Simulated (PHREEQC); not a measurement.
Make-up at 25 °C: 0.066 mol HCl, 0.00064 mol ZnSO4 and 0.21 mol MgSO4 per kg of water. Closed to the air; pH follows from the charge balance.

The numbers come from PHREEQC with the ion-association model, phreeqc.dat.

### Question
The ionic strength comes out as 0.418 mol/kgw. What activity coefficients do HSO4-, Zn(SO4)2-2, SO4-2, Cl-, Zn+2 get?

### Answer
HSO4- 0.73, Zn(SO4)2-2 0.29, SO4-2 0.22, Cl- 0.66, Zn+2 0.23.

No solid was allowed to form. Species that the database lacks are ignored.
